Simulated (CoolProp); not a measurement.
A simple Rankine cycle with cis-2-butene: condensing at 319.15 K, boiler at 2.75 MPa, turbine inlet 424.3 K, turbine efficiency 0.8, pump efficiency 0.7, no recuperator. Each further row changes one setting.

Model: reference Helmholtz-energy equation of state, Lemmon 2005, in CoolProp. It is a short technical equation, of lower accuracy than the large ones.

```
case                             thermal efficiency (%)  net work (kJ/kg)  heat in (kJ/kg)  turbine exit temperature (K)  volume ratio over the turbine
-------------------------------  ----------------------  ----------------  ---------------  ----------------------------  -----------------------------
as stated                                          13.4              65.8              491                             ?                           7.82
turbine inlet 444.3 K                              13.5              73.5              543                             ?                              ?
condensing temperature 311.15 K                    14.6              74.2              510                         345.3                           9.75
boiler pressure 1.92 MPa                           11.6              60.4              521                             ?                           4.96
turbine efficiency 0.7                             11.6              56.9              491                         356.9                           7.96
```

Problem. Some entries are withheld; supply them.

Solution. 
- as stated, turbine exit temperature (K): 351.8
- turbine inlet 444.3 K, turbine exit temperature (K): 376.5
- turbine inlet 444.3 K, volume ratio over the turbine: 7.39
- boiler pressure 1.92 MPa, turbine exit temperature (K): 371.6
